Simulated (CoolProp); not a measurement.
Saturation properties of R1336mzz(E).

Computed with CoolProp (reference Helmholtz-energy equation of state, Akasaka 2023).

| T (°C) | p (MPa) | liquid density (kg/m³) | vapour density (kg/m³) | enthalpy of vaporisation (kJ/kg) | liquid cp (kJ/(kg K)) |
|---|---|---|---|---|---|
| 26.75 | 0.2056 | 1320 | 14.73 | 143.5 | 1.246 |
| 31.15 | 0.2389 | 1306 | 17.03 | 141.0 | 1.253 |
| 35.45 | 0.2752 | 1293 | 19.56 | 138.6 | 1.260 |
| 39.85 | 0.3166 | 1278 | 22.45 | 136.0 | 1.267 |
| 44.15 | 0.3616 | 1264 | 25.61 | 133.3 | 1.276 |
| 48.55 | 0.4124 | 1248 | 29.20 | 130.6 | 1.285 |
| 52.85 | 0.4672 | 1233 | 33.12 | 127.8 | 1.295 |
| 57.25 | 0.5287 | 1216 | 37.58 | 124.9 | 1.306 |
| 61.55 | 0.5947 | 1200 | 42.43 | 121.9 | 1.318 |
| 65.95 | 0.6684 | 1182 | 47.96 | 118.7 | 1.332 |
| 70.25 | 0.7469 | 1164 | 53.97 | 115.5 | 1.347 |
| 74.65 | 0.8342 | 1144 | 60.82 | 112.0 | 1.364 |

It boils at 7.9 °C under 1 atm.
